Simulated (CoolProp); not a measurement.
Values from CoolProp's reference Helmholtz-energy equation of state, de Reuck 1993.

Task: For methanol, give the phase and the cp (kJ/(kg K)), Joule-Thomson coefficient (K/MPa), conductivity (mW/(m K)), Prandtl number at 414.5 K and 0.033 MPa.

Result: 
- 414.5 K and 0.033 MPa: gas; cp 1.67, Joule-Thomson coefficient 33.7, conductivity 27.1, Prandtl number 0.830

Viscosity comes from a separate model (Xiang 2006). Thermal conductivity comes from a separate model (Sykioti 2013).
